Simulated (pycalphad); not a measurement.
CALPHAD calculation (pycalphad, COST 507 light-alloy database (1999)), 1 atm. No gas phase is included, though pure Al would boil below 3050 K. The data set is of 1999 and partly superseded. Amounts are mole fractions of atoms.

Problem. Give the equilibrium state of Al-42.8C (wt.%) at 3050 K.

Solution. 
```
T = 3050.00 K, P = 101325 Pa, N = 1 mol of atoms
G = -156833 J/mol, H = 113352 J/mol, S = 88.59 J/(mol K)  (SER reference)
chemical potentials (J/mol): Al -261040, C -94840
phase             fraction      x(Al)       x(C)
LIQUID              0.6438     0.5794     0.4206
GRAPHITE            0.3562       none     1.0000
```

Problem. Give the equilibrium state of Al-42.8C (wt.%) at 2050 K.

Solution. AL4C3, fraction 0.653, with 25.0 C wt.%; graphite, fraction 0.347, with 100 C wt.%.

Database names, with the compositions (at.%) that they take in these runs: AL4C3: Al 57 C 43. An entry "none" or "no" means that the model of the phase leaves that element out.
